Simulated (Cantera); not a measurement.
Input: 1 mol PH3, 0.19 mol H2, 0.49 mol O2, at 3023 K and 13300 Pa.

Method: chemical equilibrium by Gibbs-energy minimisation in Cantera with the NASA 1993 tables (ideal gas, pure condensed phases). Candidate condensed phases: H2O, P, P4O10; 17 gas species. Gases not in the tables: HPO2, HPO3 and P4O6. Rates play no part.

What is the equilibrium state?


| Property | Value |
|---|---|
| x(H2) | 0.374 |
| x(H) | 0.284 |
| x(PO) | 0.254 |
| x(H2O) | 0.0257 |
| x(P) | 0.0229 |
| x(P2) | 0.0155 |
| x(PO2) | 0.0132 |
| x(OH) | 0.00660 |
| x(O) | 0.00306 |
| gas amount | 3.099 mol |
| log10 activity of P(l) (absent) | -2.94 |
